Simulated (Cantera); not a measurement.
A Cantera script and its output.

```python
import numpy as np
import cantera as ct

gas = ct.Solution("gri30.yaml")


def delay(T, t_max=10):
    gas.TPX = T, 53000, {'CH4': 1, 'H2': 0.53, 'O2': 2.06, 'N2': 7.74}
    reactor = ct.IdealGasConstPressureReactor(gas, clone=False)
    net = ct.ReactorNet([reactor])
    net.rtol, net.atol = 1e-8, 1e-16
    while net.time < t_max:
        t_old, T_old = net.time, reactor.T
        net.step()
        if reactor.T > T + 400:  # ignition: a rise of 400 K
            return t_old + (T + 400 - T_old) / (reactor.T - T_old) * (net.time - t_old)
    return np.nan


taus = []
for T in [1000, 1050, 1100, 1150, 1200, 1250, 1300]:
    taus.append(delay(T))
    print(f"T0 = {T:6g} K   tau = {taus[-1]:.4e} s")
```

Result:

```
T0 =   1000 K   tau = 3.0055e-02 s
T0 =   1050 K   tau = 1.7257e-02 s
T0 =   1100 K   tau = 1.0218e-02 s
T0 =   1150 K   tau = 6.1937e-03 s
T0 =   1200 K   tau = 3.8492e-03 s
T0 =   1250 K   tau = 2.4585e-03 s
T0 =   1300 K   tau = 1.6168e-03 s
```

Model: GRI-Mech 3.0 (53 species, 325 reactions), integrated in Cantera.
